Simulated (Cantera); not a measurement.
A closed system holds: 1 mol Ti(OiPr)4, 9.7 mol CH4, 120 mol H2, held at 14.0 Pa.

Equilibrium computed with Cantera from the NASA thermochemical tables; the gas is ideal and each condensed phase is pure. Candidate condensed phases: C, C6H6, C7H8, C8H18, H2O, Ti, TiC, TiO, TiO2, Ti2O3, Ti3O5, Ti4O7; 113 gas species. The feed counts by its element totals alone. TiC: taken at fixed stoichiometry. Kinetics and transport are ignored. All values below are at 1552 °C.

Base state: H2 0.939, H 0.0361, CO 0.0250, C2H2 (acetylene) 0.000202 (mole fractions); condensed: C(graphite) + TiC(s).

Task: What changes in the equilibrium state with this change: pressure from 14.0 Pa to 74.0 mbar?

Result: 
| species | before | after |
|---|---|---|
| H2 | 0.939 | 0.973 |
| CO | 0.0250 | 0.0254 |
| H | 0.0361 | 0.00160 |
| CH4 | 8.75e-8 | 4.96e-5 |
| C2H2 (acetylene) | 0.000202 | 0.000209 |
| C(graphite), mol | 16.6 | 16.6 |
| TiC(s), mol | 1.000 | 1.00 |
